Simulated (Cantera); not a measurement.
A closed system holds: 1 mol SiH4, 39 mol N2O, 0.17 mol H2, at 823 K and 5.50 Pa.

Method: chemical equilibrium by Gibbs-energy minimisation in Cantera with the NASA 1993 tables (ideal gas, pure condensed phases). Candidate condensed phases: H2O, Si, SiO2, Si2N2O, Si3N4; 35 gas species. Equilibrium is a limit: real reactors are often held back by kinetics, nucleation or transport.

### Question
What is the equilibrium state?

### Answer
- x(N2): 0.666
- x(O2): 0.297
- x(H2O): 0.0370
- x(NO): 3.22e-6
- n(SiO2(α-quartz)): 1.00 mol
- gas amount: 58.59 mol
- log10 activity of Si(s) (absent): -43.53
